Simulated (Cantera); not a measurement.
An adiabatic, constant-pressure homogeneous reactor starts with 7.66 % CH₄, 19.4 % O₂, 73.0 % N₂, at 1448 K and 1.00 atm.

Computed with Cantera and GRI-Mech 3.0 (53 species, 325 reactions).

Question: Predict: time of steepest temperature rise; temperature at 5.00 s; equilibrium temperature; x(O₂) at 5.00 s; x(H₂O) at 5.00 s.

Answer: 
```json
{
 "time_of_steepest_temperature_rise": "1.82 ms",
 "temperature at 5.00 s": "2632 K",
 "equilibrium_temperature": "2632 K",
 "x(O₂) at 5.00 s": "0.0411 (gas-phase equilibrium 0.0411)",
 "x(H₂O) at 5.00 s": "0.133 (gas-phase equilibrium 0.133)"
}
```
